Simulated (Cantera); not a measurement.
What does this Cantera script print?

```python
import numpy as np
import cantera as ct

gas_names = """
    AL ALH ALO ALOH ALO2 ALO2H AL2 AL2O AL2O2 H HALO HO2 H2 H2O H2O2 O OH O2 O3
""".split()
cond_names = """
    AL(cr) AL(L) AL2O3(a) AL2O3(L) H2O(s) H2O(L)
""".split()


# ... load() reads the species with a 1 bar reference pressure and builds the phases ...
atoms = {
    'Al': {'AL': 1},
    'H2O': {'H': 2, 'O': 1},
    'H2': {'H': 2},
}
top_T = {}  # K; cautious upper limits of use, not melting points


# ... equilibrate(T, P, feed) seeds the gas with the atoms and calls Mixture.equilibrate('TP', solver="vcs", rtol=1e-11, max_steps=5000) ...
results = []
T = 1450  # K
P = 1400000  # Pa
for m in [0.38, 0.53, 0.75, 1, 1.5, 2.1, 2.9, 4.1, 5.7]:
    feed = {'Al': 1, 'H2O': m, 'H2': 26}  # mol
    mix = equilibrate(T, P, feed)
    results.append((T, P, feed, dict(zip(mix.species_names, mix.species_moles))))

top = {s: max(r[3][s] / sum(r[3][g] for g in gas_names) for r in results) for s in gas_names}
cols = sorted((s for s in top if top[s] > 0.0001), key=lambda s: -top[s])[:8]
seen = [c for c in cond_names if any(r[3].get(c, 0) > 1e-12 for r in results)]
print("log10 of partial pressures in bar; condensed amounts in mol")
print(f"{'n(H2O)':>10s}" + "".join(f"{s[:9]:>10s}" for s in cols + seen))
for T, P, feed, n in results:
    ng = sum(n[g] for g in gas_names)
    print(f"{feed['H2O']:10.4g}" + "".join(f"{np.log10(max(n[s] / ng * P / 1e5, 1e-99)):10.3f}" for s in cols)
          + "".join(f"{n.get(c, 0):10.4g}" for c in seen))
```

Result:

```
log10 of partial pressures in bar; condensed amounts in mol
    n(H2O)        H2       H2O     AL(L)  AL2O3(a)
      0.38     1.146    -7.392    0.7466    0.1267
      0.53     1.146    -7.392    0.6466    0.1767
      0.75     1.146    -7.392    0.4999      0.25
         1     1.146    -7.392    0.3333    0.3333
       1.5     1.146    -6.133         0       0.5
       2.1     1.137    -0.524         0       0.5
       2.9     1.125    -0.169         0       0.5
       4.1     1.107     0.083         0       0.5
       5.7     1.084     0.268         0       0.5
```

Equilibrium computed with Cantera from the NASA thermochemical tables; the gas is ideal and each condensed phase is pure. Mutual solubility and eutectic melting of coexisting phases are not modelled. Gases not in the tables: Al(OH)3.
